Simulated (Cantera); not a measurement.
# Equilibrium for metals in furnace atmospheres: Cu + CO + N2

Input: 1 mol Cu, 2.1 mol CO, 1.4 mol N2, equilibrated at 1200 Torr.

Cantera equilibrium calculation (NASA polynomials, part measured and part estimated; ideal gas, pure solids and liquids). Candidate condensed phases: C, Cu, CuO, Cu2O; 27 gas species. Equilibrium is a limit: real reactors are often held back by kinetics, nucleation or transport.

| T (K) | x CO | x N2 | x CO2 | x Cu | n C(graphite) | n Cu(s) | n Cu(l) |
|---|---|---|---|---|---|---|---|
| 1023 | 0.443 | 0.445 | 0.112 | 2.40e-11 | 0.353 | 1.00 | 0 |
| 1098 | 0.540 | 0.417 | 0.0426 | 3.48e-10 | 0.143 | 1.00 | 0 |
| 1173 | 0.579 | 0.406 | 0.0150 | 3.57e-9 | 0.0516 | 1.00 | 0 |
| 1248 | 0.592 | 0.402 | 0.00554 | 2.75e-8 | 0.0193 | 1.00 | 0 |
| 1323 | 0.597 | 0.401 | 0.00225 | 1.68e-7 | 0.00786 | 1.000 | 0 |
| 1398 | 0.599 | 0.400 | 0.00100 | 8.11e-7 | 0.00351 | 0 | 1.000 |
| 1473 | 0.599 | 0.400 | 0.000486 | 3.23e-6 | 0.00170 | 0 | 1.000 |
| 1548 | 0.600 | 0.400 | 0.000253 | 1.12e-5 | 0.000887 | 0 | 1.000 |
| 1623 | 0.600 | 0.400 | 0.000141 | 3.47e-5 | 0.000492 | 0 | 1.000 |
| 1698 | 0.600 | 0.400 | 8.24e-5 | 9.67e-5 | 0.000288 | 0 | 1.000 |
| 1773 | 0.600 | 0.400 | 5.06e-5 | 0.000246 | 0 | 0 | 0.999 |
| 1848 | 0.600 | 0.400 | 3.25e-5 | 0.000581 | 0 | 0 | 0.998 |
| 1923 | 0.599 | 0.399 | 2.16e-5 | 0.00128 | 0 | 0 | 0.995 |
x: gas mole fraction; n: condensed amount in mol.

From 1023 K to 1323 K the condensed part is C(graphite) + Cu(s). From 1398 K to 1698 K the condensed part is C(graphite) + Cu(l). From 1773 K to 1923 K the condensed part is Cu(l).
